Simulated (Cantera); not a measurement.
**CH3OH + H2O + N2 + O2 (carbon deposition, reforming and gasification)**

Input: 1 mol CH3OH, 0.11 mol H2O, 0.43 mol N2, 0.022 mol O2, at 0.0133 bar.

Cantera equilibrium calculation (NASA polynomials, part measured and part estimated; ideal gas, pure solids and liquids). Candidate condensed phases: C, C6H6, C7H8, C8H18, H2O; 136 gas species. Kinetics and transport are ignored.

From 477 °C to 552 °C the condensed part is C(graphite). From 627 °C to 1377 °C nothing is condensed. The main C-bearing gas is CO throughout.

```csv
T (°C),x H2,x CO,x N2,x CO2,x H2O,x CH4,n C(graphite)
477,0.570,0.111,0.138,0.0909,0.0766,0.0139,0.326
552,0.575,0.240,0.124,0.0345,0.0232,0.00399,0.0327
627,0.574,0.260,0.122,0.0224,0.0215,0.000309,0
702,0.571,0.264,0.121,0.0185,0.0250,2.63e-5,0
777,0.568,0.267,0.121,0.0155,0.0280,3.23e-6,0
852,0.566,0.269,0.121,0.0131,0.0304,5.30e-7,0
927,0.564,0.271,0.121,0.0113,0.0322,1.10e-7,0
1002,0.562,0.273,0.121,0.00982,0.0337,2.77e-8,0
1077,0.561,0.274,0.121,0.00865,0.0348,8.15e-9,0
1152,0.560,0.275,0.121,0.00772,0.0358,2.75e-9,0
1227,0.559,0.276,0.121,0.00696,0.0365,1.04e-9,0
1302,0.559,0.276,0.121,0.00633,0.0372,4.30e-10,0
1377,0.558,0.277,0.121,0.00581,0.0377,1.94e-10,0
```
x: gas mole fraction; n: condensed amount in mol.
